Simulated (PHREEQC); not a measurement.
1 kg of water holding 0.14 mol/kgw NaOH meets 20 L of dry gas (CO2 1 by moles) at fixed total pressure, at 60 °C; fugacities by Peng-Robinson. The gases take part in no redox reaction, some water evaporates into the gas, and hydrates or a liquid gas phase aren't modelled. Precipitation was switched off in this run.

Equilibrium calculation in PHREEQC: Pitzer model, pitzer.dat.

```csv
P (atm),dissolved CO2 (all carbonate carbon) (mol/kgw),φ of CO2,pH
2,0.169,0.992,6.86
10,0.292,0.961,6.14
20,0.434,0.924,5.86
30,0.565,0.887,5.70
50,0.790,0.816,5.52
100,1.15,0.654,5.33
150,1.29,0.525,5.27
200,1.37,0.447,5.23
400,1.58,0.331,5.10
```

Away from 25 °C the constants follow the database's enthalpies or fits; those with neither stay at their 25 °C values.
